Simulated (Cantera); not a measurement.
A perfectly stirred reactor is fed with 18.5 % CO, 1.06 % H2, 16.9 % O2, 63.5 % N2, at 750 Torr; it is adiabatic with a 700 K inlet, and is followed from long to short residence time, starting on the burning branch (τ in s: 0.19, 0.066, 0.024, 0.0084, 0.003, 0.0011, 0.00039, 0.00014, 4.9e-05).

Computed with Cantera and GRI-Mech 3.0 (53 species, 325 reactions).

x: mole fraction; the columns are a selection and need not sum to one.

```tsv
τ (s)	T (K)	x CO	x H2	x O2	x HO2	x H	x CO2
0.19	2184	0.00680	6.92e-5	0.0789	9.73e-7	7.41e-5	0.198
0.066	2156	0.0104	0.000106	0.0808	1.14e-6	0.000148	0.194
0.024	2104	0.0167	0.000173	0.0834	1.68e-6	0.000335	0.186
0.0084	2020	0.0258	0.000276	0.0867	2.99e-6	0.000774	0.176
0.0030	1909	[?]	[?]	0.0902	[?]	[?]	0.163
0.0011	1771	0.0502	0.000536	0.0943	9.00e-6	0.00307	0.148
0.00039	1571	0.0724	0.000647	0.104	1.56e-5	0.00464	0.123
0.00014	700	0.185	0.0106	0.169	<1e-12	<1e-12	<1e-12
4.9e-5	700	0.185	0.0106	0.169	<1e-12	<1e-12	<1e-12
```

Q: Complete the blanks.

A: 
- 0.0030, x CO: 0.0370
- 0.0030, x H2: 0.000405
- 0.0030, x HO2: 5.35e-6
- 0.0030, x H: 0.00163
